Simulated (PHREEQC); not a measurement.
A solution holds 170 mmol/kgw NaOH, 1.8 mmol/kgw Na2SiO3 and 0.52 mmol/kgw (CH3)4NCl, at 25 °C. Closed to the air; pH follows from the charge balance.

All values are PHREEQC results (ion-association model, wateq4f.dat), not measurements.

**Question.** The ionic strength comes out as 0.175 mol/kgw. What activity coefficients do Na+, H3SiO4-, H2SiO4-2, Cl-, OH- get?

**Answer.** Na+ 0.75, H3SiO4- 0.73, H2SiO4-2 0.32, Cl- 0.72, OH- 0.72.

No solid was allowed to form. Complexes and solids missing from the database can't appear. (CH3)4N+ isn't in the database: it is added as a free cation with an ion size of 4 Å.
